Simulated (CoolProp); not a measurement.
Carbon monoxide along the isotherm 86.9 K: Z from the reference equation and from simpler models built on Tc = 132.9 K, pc = 3.498 MPa, ω = 0.050; each cubic takes its own stable root.

Values from CoolProp's reference Helmholtz-energy equation of state, Lemmon 2006. It is a short technical equation, of lower accuracy than the large ones.

```
p (MPa)   phase  reference  van der Waals  Redlich-Kwong  Soave-Redlich-Kwong  Peng-Robinson
-------  ------  ---------  -------------  -------------  -------------------  -------------
3.89     liquid     0.1933         0.2786         0.1929               0.1935         0.1715
7.77     liquid     0.3814         0.5432         0.3794               0.3805         0.3379
11.7     liquid     0.5680         0.8026         0.5638               0.5653         0.5028
15.5     liquid     0.7451          1.048         0.7386               0.7403         0.6594
19.4     liquid     0.9239          1.294         0.9152               0.9171         0.8176
23.3     liquid      1.100          1.538          1.089                1.091         0.9739
27.2     liquid      1.274          1.778          1.261                1.263          1.128
31.1     liquid      1.446          2.016          1.431                1.434          1.281
35       liquid      1.616          2.251          1.600                1.602          1.433
```
